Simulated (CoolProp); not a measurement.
A single-stage vapour-compression cycle with R125: evaporating at 269.15 K (dew point), condensing at 306.15 K (bubble point), superheat 5 K, subcooling 5 K, compressor efficiency 0.7, no pressure losses. Each further row changes one setting.

The numbers come from the reference Helmholtz-energy equation of state, Lemmon 2005 in CoolProp.

| case | cooling COP | pressure ratio | discharge temperature (K) | refrigerating effect (kJ/kg) | volumetric capacity (kJ/m³) |
|---|---|---|---|---|---|
| as stated | 4.03 | 2.87 | 319.0 | 98.6 | 3530 |
| evaporating temperature 274.15 K | 4.88 | 2.45 | 317.9 | [?] | 4250 |
| condensing temperature 301.15 K | 4.88 | 2.53 | 313.2 | 105 | 3780 |
| subcooling 10 K | 4.31 | 2.87 | 319.0 | 106 | 3780 |
| superheat 15 K | [?] | 2.87 | [?] | 107 | 3630 |
| compressor efficiency 0.6 | 3.45 | 2.87 | [?] | 98.6 | 3530 |

Problem. Fill in the missing entries.

Solution. 
- evaporating temperature 274.15 K, refrigerating effect (kJ/kg): 101
- superheat 15 K, cooling COP: 4.10
- superheat 15 K, discharge temperature (K): 328.7
- compressor efficiency 0.6, discharge temperature (K): 322.8
